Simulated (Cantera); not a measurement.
Feed: 1 mol Si3H8, 0.17 mol HCl, 3.8 mol N2, equilibrated at 1000 Pa.

These are equilibrium values from Cantera (NASA tables, ideal gas, pure condensed phases), not measurements of a reactor. Candidate condensed phases: NH4Cl, Si, Si3N4; 28 gas species. The feed counts by its element totals alone. N2 is the only nitrogen source here; it is nearly inert below about 1500 K, so the nitride shown seldom forms there in practice. The numbers say what is thermodynamically allowed, not how fast it happens. All values below are at 1102 °C.

Base state: H2 0.670, N2 0.302, HCl 0.0284, SiCl2 3.62e-5, H 2.80e-5 (mole fractions); condensed: Si3N4(s).

Problem. What changes in the equilibrium state with this change: Si3H8 replaced by SiH2Cl2?

Solution. 
```
species         before     after
-------------  -------  --------
N2               0.302     0.620
HCl             0.0284     0.255
H2               0.670    0.0757
SiCl4          7.24e-8    0.0229
SiCl2          3.62e-5    0.0160
SiCl3          7.56e-7   0.00894
SiHCl3         1.09e-7  0.000434
Si3N4(s), mol    1.000     0.248
```
The tables' values for SiCl3 are old estimates; treat these amounts as uncertain.
